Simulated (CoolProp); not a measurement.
Vapour-liquid equilibrium of n-hexane (1) + m-xylene (2) at 144.65 °C; x and y are mole fractions of (1).

The numbers come from the multi-fluid Helmholtz-energy mixture model, Thol 2019 and Zhou 2012; pair parameters Bell 2016 in CoolProp.

```tsv
x	bubble pressure (bar)	y at the bubble point	dew pressure at overall composition x (bar)	liquid density (mol/L)
0.05	1.455	0.224	___	7.029
0.125	1.913	0.448	1.316	6.977
0.2	2.397	0.590	___	___
0.275	2.886	0.685	1.539	___
0.35	3.363	0.752	1.682	6.796
0.425	3.819	0.801	1.854	6.728
0.5	4.248	0.839	2.067	6.656
0.575	4.649	0.869	2.335	6.581
0.65	5.029	0.894	2.683	6.504
0.725	5.394	0.917	3.152	6.424
0.8	5.754	0.938	3.808	6.342
0.875	6.121	0.960	4.743	6.260
0.95	6.506	0.983	5.955	6.178
```

Q: Some entries are withheld; supply them.

A: 
- 0.05, dew pressure at overall composition x (bar): 1.227
- 0.2, dew pressure at overall composition x (bar): 1.418
- 0.2, liquid density (mol/L): 6.920
- 0.275, liquid density (mol/L): 6.860

No azeotrope shows between x = 0.05 and 0.95.

The pair parameters rest on a limited set of measurements; away from them the model extrapolates.
